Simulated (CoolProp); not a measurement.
The fluid at 293.15 K and 0.42 MPa (gas) is heated at constant pressure to 425.1 K. The same conditions are run with several fluids, on thermodynamics alone (safety and materials aside).

Model: reference Helmholtz-energy equation of state of each fluid (R115: Lemmon 2016; oxygen: Schmidt 1985; R410A: Lemmon 2003; ammonia: Gao 2020; propylene: Lemmon 2013), in CoolProp. Blends and air are pseudo-pure fits.

```csv
fluid,heat (kJ/kg),final density (kg/m³)
R115,[?],[?]
oxygen,123,[?]
R410A,123,[?]
ammonia,[?],2.05
propylene,[?],[?]
```

Question: Complete the blanks.

Answer: 
- R115, heat (kJ/kg): 107
- R115, final density (kg/m³): 18.8
- oxygen, final density (kg/m³): 3.80
- R410A, final density (kg/m³): 8.76
- ammonia, heat (kJ/kg): 309
- propylene, heat (kJ/kg): 239
- propylene, final density (kg/m³): 5.10

Above 300 K oxygen's equation is extrapolated.
